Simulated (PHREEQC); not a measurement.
Make-up at 20 °C: 0.0011 mol BaCl2, 0.00018 mol KHCO3 and 0.044 mol CdCl2 per kg of water. Closed to the air; pH follows from the charge balance.

The numbers come from PHREEQC with the ion-association model, wateq4f.dat.

This is a speciation only: nothing precipitates in the calculation.

Problem. Order these C species by the share of C that they hold, largest first: CdHCO3+, BaHCO3+, CO2, HCO3-.

Solution. HCO3- (65 %), CO2 (24 %), CdHCO3+ (11 %), BaHCO3+ (0.25 %)

Problem. Order these Cd species by the share of Cd that they hold, largest first: Cd+2, CdCl+, CdCl2, CdCl3-.

Solution. CdCl+ (62 %), Cd+2 (29 %), CdCl2 (8.7 %), CdCl3- (0.28 %)

The pH is 6.71 and the ionic strength 0.0691 mol/kgw. Examples of supersaturated solids here: Otavite. Others may be too. Species that the database lacks are ignored.
